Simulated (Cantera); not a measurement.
A closed system holds: 1 mol CF₄, 0.022 mol Si, 6.5 mol H₂, held at 1198.15 K and 20.0 Pa.

Method: chemical equilibrium by Gibbs-energy minimisation in Cantera with the NASA 1993 tables (ideal gas, pure condensed phases). Candidate condensed phases: C, C₆H₆, C₇H₈, C₈H₁₈, Si, SiC; 113 gas species. Equilibrium is a limit: real reactors are often held back by kinetics, nucleation or transport.

Base state: H₂ 0.536, HF 0.461, SiF₄ 0.00259 (mole fractions); condensed: C(graphite).

What changes in the equilibrium state with this change: CF₄ replaced by CH₃Cl?


```json
[
 {"species": "H₂", "before": "0.536", "after": "0.882"},
 {"species": "HCl", "before": "0", "after": "0.118"},
 {"species": "SiCl₂", "before": "0", "after": "6.14e-5"},
 {"species": "HF", "before": "0.461", "after": "0"},
 {"species": "SiF₄", "before": "0.00259", "after": "0"},
 {"species": "H", "before": "9.87e-6", "after": "1.27e-5"},
 {"species": "C(graphite), mol", "before": "1.000", "after": "0.979"},
 {"species": "SiC(s), mol", "before": "0", "after": "0.0214"}
]
```

What changes in the equilibrium state with this change: temperature from 1198.15 K to 3250 K?


```tsv
species	before	after
H	9.87e-6	0.714
F	<1e-9	0.199
C	<1e-9	0.0535
H₂	0.536	0.000989
HF	0.461	0.0293
Si	<1e-9	0.00121
SiF₄	0.00259	<1e-9
C₂	<1e-9	0.00107
C(graphite), mol	1.000	0
```
The tables' values for SiF are old estimates; treat these amounts as uncertain.
